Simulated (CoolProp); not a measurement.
The numbers come from the reference Helmholtz-energy equation of state, Lemmon 2006 in CoolProp. It is a short technical equation, of lower accuracy than the large ones.

Task: For R141b, give the phase and the Z, cp (kJ/(kg K)), Joule-Thomson coefficient (K/MPa), fugacity coefficient at 286.5 K and 0.688 MPa; 382.1 K and 0.16 MPa; 303 K and 9.74 MPa.

Result: 
- 286.5 K and 0.688 MPa: liquid; Z 0.0269, cp 1.14, Joule-Thomson coefficient -0.398, fugacity coefficient 0.0727
- 382.1 K and 0.16 MPa: gas; Z 0.973, cp 0.888, Joule-Thomson coefficient 17.9, fugacity coefficient 0.974
- 303 K and 9.74 MPa: liquid; Z 0.363, cp 1.14, Joule-Thomson coefficient -0.396, fugacity coefficient 0.0133
